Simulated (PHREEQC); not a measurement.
Model water analysis in mmol/kgw, 25 °C, pH 2.41, pe 11.7: Na 8.31; K 0.78; Ca 2.9; Mg 8; Cl 10.2; S(6) 42.9; Cu(2) 0.0615.

Valence states are taken as typed.

The numbers come from PHREEQC with the ion-association model, phreeqc.dat.

This is a speciation only: nothing precipitates in the calculation.

**Question.** Order these S species by the share of S that they hold, largest first: CaSO4, MgSO4, NaSO4-, HSO4-, SO4-2.

**Answer.** SO4-2 (72 %), HSO4- (13 %), MgSO4 (10 %), CaSO4 (3.1 %), NaSO4- (1.1 %)

The pH is 2.41 and the ionic strength 0.0872 mol/kgw.
